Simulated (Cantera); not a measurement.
FeS2 + SO3 + O2 (roasting and sulfation)

A closed system holds: 1 mol FeS2, 2.1 mol SO3, 0.98 mol O2, at 0.0100 bar.

These are equilibrium values from Cantera (NASA tables, ideal gas, pure condensed phases), not measurements of a reactor. Candidate condensed phases: Fe, FeO, FeS, FeSO4, FeS2, Fe2O3, Fe2(SO4)3, Fe3O4, S; 12 gas species. FeS: taken at fixed stoichiometry. Gases not in the tables: S3 to S7. Rates play no part.

| T (K) | log p SO2 | log p S2 | log p S2O | log p SO | n FeS2(s) | n Fe3O4(s) | n FeS(s) |
|---|---|---|---|---|---|---|---|
| 723 | -2.00 | -4.72 | -5.70 | -8.80 | 0.233 | 0.256 | 0 |
| 748 | -2.00 | -4.41 | -5.47 | -8.43 | 0.227 | 0.258 | 0 |
| 773 | -2.00 | -4.12 | -5.27 | -8.08 | 0.217 | 0.261 | 0 |
| 798 | -2.01 | -3.85 | -5.07 | -7.75 | 0.198 | 0.267 | 0 |
| 823 | -2.01 | -3.65 | -4.94 | -7.47 | 0 | 0.241 | 0.278 |
| 848 | -2.01 | -3.58 | -4.89 | -7.22 | 0 | 0.246 | 0.261 |
| 873 | -2.01 | -3.52 | -4.85 | -6.99 | 0 | 0.253 | 0.241 |
| 898 | -2.02 | -3.46 | -4.81 | -6.77 | 0 | 0.260 | 0.220 |
| 923 | -2.02 | -3.40 | -4.77 | -6.57 | 0 | 0.268 | 0.196 |
| 948 | -2.02 | -3.34 | -4.74 | -6.38 | 0 | 0.277 | 0.170 |
| 973 | -2.02 | -3.29 | -4.71 | -6.19 | 0 | 0.286 | 0.143 |
| 998 | -2.03 | -3.24 | -4.67 | -6.02 | 0 | 0.296 | 0.113 |
log p: log10 of the partial pressure in bar; n: condensed amount in mol.

From 723 K to 798 K the condensed part is FeS2(s) + Fe3O4(s). From 823 K to 998 K the condensed part is FeS(s) + Fe3O4(s).
